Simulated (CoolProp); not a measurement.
Vapour-liquid equilibrium of acetone (1) + n-heptane (2) at 312.6 K; x and y are mole fractions of (1).

Computed with CoolProp (multi-fluid Helmholtz-energy mixture model, Lemmon 2006 and Span 2003; pair parameters Bell 2016).

Question: Give the bubble pressure and the first vapour's composition at x = 0.35, 0.5, 0.875. Is there an azeotrope?

Answer: x = 0.35: 0.04903 MPa, y = 0.804; x = 0.5: 0.05201 MPa, y = 0.825; x = 0.875: 0.05571 MPa, y = 0.897. y crosses x between x = 0.875 and 0.95: the model has an azeotrope there.

Pair parameters are fitted to limited data, so mixtures are less certain than the pure fluids. With so large a gap from Raoult's law the liquid may split in two, which this calculation doesn't test in full.
